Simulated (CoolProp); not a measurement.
CH2F2 (R32) along the isobar 5970 kPa: density (kg/m³) from the reference equation and from simpler models built on Tc = 351.3 K, pc = 5783 kPa, ω = 0.277; each cubic takes its own stable root.

The numbers come from the reference Helmholtz-energy equation of state, Tillner-Roth 1997 in CoolProp.

```
T (K)          phase  reference  Redlich-Kwong  Soave-Redlich-Kwong  Peng-Robinson
-----  -------------  ---------  -------------  -------------------  -------------
199.1         liquid       1281          968.0                994.6           1120
216           liquid       1238          935.4                965.0              ?
232.8         liquid       1193          900.3                932.4           1052
249.7         liquid       1145              ?                895.6           1012
266.5         liquid       1095          819.4                854.3          966.1
283.4         liquid       1039          771.9                806.7          912.6
300.2         liquid      978.0          718.0                751.2          849.5
317.1         liquid      905.2          653.5                683.0              ?
333.9         liquid      810.4          570.4                592.8          665.9
350.8         liquid          ?          413.3                415.4          457.0
367.6  supercritical      180.8          174.6                168.0              ?
384.5  supercritical      146.7          144.8                138.9          144.9
401.3  supercritical      128.1          127.8                122.5          127.1
418.2  supercritical      115.5          115.9                111.0          114.8
435    supercritical      106.1          106.9                102.3          105.5
```

### Question
What belongs in the gaps?

### Answer

- 216, Peng-Robinson: 1088
- 249.7, Redlich-Kwong: 861.6
- 317.1, Peng-Robinson: 771.1
- 350.8, reference: 609.7
- 367.6, Peng-Robinson: 176.5
